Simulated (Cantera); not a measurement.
A perfectly stirred reactor is fed with CO : O2 : H2O : N2 = 0.0075 : 0.0022 : 0.00018 : 1 (molar parts), equivalence ratio 1.7, at 1.01 bar; it is held at 1075 K, and followed from long to short residence time.

Computed with Cantera and GRI-Mech 3.0 (53 species, 325 reactions).

**Question.** Predict: x(CO) at τ = 0.820 s; x(O2) at τ = 0.820 s; x(H2O) at τ = 0.820 s; x(OH) at τ = 0.820 s; x(CO) at τ = 10.0 ms; x(O2) at τ = 10.0 ms; x(H2O) at τ = 10.0 ms.

**Answer.** 
```json
{
 "x(CO) at τ = 0.820 s": "0.00318",
 "x(O2) at τ = 0.820 s": "6.67e-5",
 "x(H2O) at τ = 0.820 s": "0.000135",
 "x(OH) at τ = 0.820 s": "7.24e-7",
 "x(CO) at τ = 10.0 ms": "0.00743",
 "x(O2) at τ = 10.0 ms": "0.00218",
 "x(H2O) at τ = 10.0 ms": "0.000178"
}
```
